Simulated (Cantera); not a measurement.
An adiabatic, constant-volume homogeneous reactor starts with 5.56 % CH₄, 19.9 % O₂, 74.6 % N₂, equivalence ratio 0.56, at 1200 K and 2.10 bar.

Computed with Cantera and GRI-Mech 3.0 (53 species, 325 reactions).

Q: Predict: time of steepest temperature rise; temperature at 5.00 s; equilibrium temperature; x(O₂) at 5.00 s; x(NO) at 5.00 s; x(H₂) at 5.00 s.

A: 
* **time of steepest temperature rise**: 16.9 ms
* **temperature at 5.00 s**: 2520 K
* **equilibrium temperature**: 2520 K
* **x(O₂) at 5.00 s**: 0.0790 (gas-phase equilibrium 0.0790)
* **x(NO) at 5.00 s**: 0.0142 (gas-phase equilibrium 0.0142)
* **x(H₂) at 5.00 s**: 0.00117 (gas-phase equilibrium 0.00117)
